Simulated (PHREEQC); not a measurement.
A solution holds 1.8 mmol/kgw CdCl2, 0.084 mmol/kgw H3BO3 and 0.28 mmol/kgw FeSO4, at 25 °C. Closed to the air; pH follows from the charge balance.

Computed with PHREEQC (ion-association model, wateq4f.dat).

```yaml
pH: 6.25
ionic_strength: 0.00564 mol/kgw
```

| species | molality | activity | log γ |
|---|---|---|---|
| Cl- | 0.00327 | 0.00301 | -0.035 |
| Cd+2 | 0.00142 | 0.00103 | -0.139 |
| CdCl+ | 0.000322 | 0.000298 | -0.035 |
| Fe+2 | 0.000273 | 0.000201 | -0.133 |
| SO4-2 | 0.000225 | 0.000164 | -0.137 |
| H3BO3 | 8.39e-5 | 8.40e-5 | 0.001 |
| CdSO4 | 4.89e-5 | 4.90e-5 | 0.001 |
| FeSO4 | 5.86e-6 | 5.87e-6 | 0.001 |
| CdCl2 | 3.74e-6 | 3.74e-6 | 0.001 |
| FeCl+ | 9.04e-7 | 8.36e-7 | -0.034 |
| H+ | 6.08e-7 | 5.65e-7 | -0.031 |
| CdOHCl | 2.17e-7 | 2.18e-7 | 0.001 |
| CdOH+ | 1.65e-7 | 1.52e-7 | -0.035 |

No solid was allowed to form.
